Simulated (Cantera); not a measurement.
An adiabatic, constant-volume homogeneous reactor starts with 19.5 % CH₄, 16.9 % O₂, 63.6 % N₂, equivalence ratio 2.3, at 1650 K and 101000 Pa.

Computed with Cantera and GRI-Mech 3.0 (53 species, 325 reactions).

Question: Predict: time of steepest temperature rise; temperature at 1.00 s; equilibrium temperature; x(O₂) at 1.00 s; x(H₂O₂) at 1.00 s.

Answer: time of steepest temperature rise: 0.371 ms
temperature at 1.00 s: 2713 K
equilibrium temperature: 2713 K
x(O₂) at 1.00 s: 3.02e-5 (gas-phase equilibrium 3.02e-5)
x(H₂O₂) at 1.00 s: 8.70e-9 (gas-phase equilibrium 8.70e-9)
